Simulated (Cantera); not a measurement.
An isothermal, constant-pressure homogeneous reactor starts with 90.1 % NO, 9.91 % N2, at 1500 K and 13.5 Torr.

Detailed kinetics in Cantera: GRI-Mech 3.0 (53 species, 325 reactions). Radical loss at walls, strong at low pressure, is not modelled.

**Question.** Predict: x(NO) at 200 s; x(NO2) at 200 s; x(O2) at 200 s; x(N2O) at 200 s; x(N2) at 200 s.

**Answer.** 
```json
{
  "x(NO) at 200 s": "0.849 (gas-phase equilibrium 0.00150)",
  "x(NO2) at 200 s": "0.000195 (gas-phase equilibrium 1.57e-6)",
  "x(O2) at 200 s": "0.0257 (gas-phase equilibrium 0.450)",
  "x(N2O) at 200 s": "0.000214 (gas-phase equilibrium 1.03e-8)",
  "x(N2) at 200 s": "0.125 (gas-phase equilibrium 0.549)"
}
```
